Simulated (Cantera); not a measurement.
# Diamond growth

A diamond (100) surface in a fixed gas of H2 with x(CH4) = 0.0043, x(CH3) = 9.5e-05, at 1123 K, 24.8 Torr; coverages are run to steady state.

Cantera simulation using the Harris–Goodwin 1993 mechanism for the reconstructed diamond (100) surface; the numbers are that mechanism's predictions, not measurements.

| x(H) | growth (µm/h) | θ c6HH | θ c6H* | θ c6*H | θ c6** | θ c6HM |
|---|---|---|---|---|---|---|
| 0.0001 | 0.0639 | 0.599 | 0.0241 | 0.363 | 0.00524 | 0.00410 |
| 0.00024 | 0.156 | 0.542 | 0.0273 | 0.411 | 0.00992 | 0.00500 |
| 0.00056 | 0.330 | 0.513 | 0.0289 | 0.434 | 0.0145 | 0.00541 |
| 0.0013 | 0.640 | 0.500 | 0.0296 | 0.444 | 0.0177 | 0.00512 |
| 0.0031 | 1.13 | 0.494 | 0.0299 | 0.450 | 0.0196 | 0.00409 |
| 0.0074 | 1.70 | 0.493 | 0.0301 | 0.453 | 0.0205 | 0.00267 |
| 0.018 | 2.18 | 0.492 | 0.0303 | 0.454 | 0.0209 | 0.00143 |
| 0.041 | 2.45 | 0.492 | 0.0306 | 0.455 | 0.0212 | 0.000710 |
| 0.098 | 2.61 | 0.492 | 0.0310 | 0.455 | 0.0213 | 0.000317 |
θ: site fractions in the mechanism's names (c6HH fully hydrogenated, c6H* and c6*H radical sites, c6** diradical, c6HM methylated).
